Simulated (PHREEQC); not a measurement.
Consider water at 25 °C with 12 mmol/kgw FeSO4, 110 mmol/kgw ZnCl2, 0.12 mmol/kgw NaHCO3 and 15 mmol/kgw NaCl. Closed to the air; pH follows from the charge balance.

The numbers come from PHREEQC with the ion-association model, wateq4f.dat.

This is a speciation only: nothing precipitates in the calculation.

**Question.** Order these Cl species by the share of Cl that they hold, largest first: ZnCl2, FeCl+, Cl-, ZnCl+, ZnCl3-.

**Answer.** Cl- (92 %), ZnCl+ (6.0 %), ZnCl2 (1.2 %), ZnCl3- (0.45 %), FeCl+ (0.36 %)

**Question.** Order these Zn species by the share of Zn that they hold, largest first: ZnCl+, Zn+2, ZnSO4, ZnCl3-, ZnCl2.

**Answer.** Zn+2 (80 %), ZnCl+ (13 %), ZnSO4 (5.6 %), ZnCl2 (1.2 %), ZnCl3- (0.32 %)

The pH is 5.60 and the ionic strength 0.330 mol/kgw. Species that the database lacks are ignored.
